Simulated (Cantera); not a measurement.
Feed: 1 mol CaF2, 3.8 mol H2, equilibrated at 1950 K and 0.00133 bar.

These are equilibrium values from Cantera (NASA tables, ideal gas, pure condensed phases), not measurements of a reactor. Candidate condensed phases: Ca, CaF2; 15 gas species. The numbers say what is thermodynamically allowed, not how fast it happens.

Base state: H2 0.718, CaF2 0.156, HF 0.0561, CaF 0.0312, H 0.0266, Ca 0.0125 (mole fractions); condensed: gas only.

### Question
What changes in the equilibrium state with this change: temperature from 1950 K to 1673 K?

### Answer
```json
[
 {"species": "H2", "before": "0.718", "after": "0.938"},
 {"species": "CaF2", "before": "0.156", "after": "0.0423"},
 {"species": "HF", "before": "0.0561", "after": "0.00969"},
 {"species": "H", "before": "0.0266", "after": "0.00302"},
 {"species": "CaF", "before": "0.0312", "after": "0.00516"},
 {"species": "Ca", "before": "0.0125", "after": "0.00226"},
 {"species": "CaF2(s), mol", "before": "0", "after": "0.800"}
]
```

### Question
What changes in the equilibrium state with this change: 0.56 mol H2O added?

### Answer
```csv
species,before,after
H2,0.718,0.679
HF,0.0561,0.160
CaF2,0.156,0.0999
H2O,0,0.0269
Ca,0.0125,0.000927
CaF,0.0312,0.00680
H,0.0266,0.0259
OH,0,9.30e-5
CaOH,0,4.81e-5
"CaO(s), mol",0,0.413
```
Further candidate phases: CaO, Ca(OH)2, H2O.
